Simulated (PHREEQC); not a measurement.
Leach liquor: speciation

Consider water at 30 °C with 7 mmol/kgw HCl and 8 mmol/kgw Li2SO4. Closed to the air; pH follows from the charge balance.

Model: ion-association model, phreeqc.dat, run in PHREEQC.

No solid was allowed to form.

Question: Estimate the pH, specific conductance.

Answer: pH 2.35; specific conductance 3900 µS/cm.

Question: In which forms is S present?

Answer: SO4-2 74 %, HSO4- 23 %, LiSO4- 2.8 % of the S.

Species that the database lacks are ignored.
